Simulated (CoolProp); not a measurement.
The numbers come from the reference Helmholtz-energy equation of state, Akasaka 2023 in CoolProp.

### Question
Give the vapour pressure (MPa), liquid cp (kJ/(kg K)), vapour Z of saturated R1336mzz(E) at 309.5, 344.2 K.

### Answer
```
T (K)  p (MPa)  liquid cp (kJ/(kg K))  vapour Z
-----  -------  ---------------------  --------
309.5    0.283                   1.26     0.898
344.2    0.762                   1.35     0.792
```
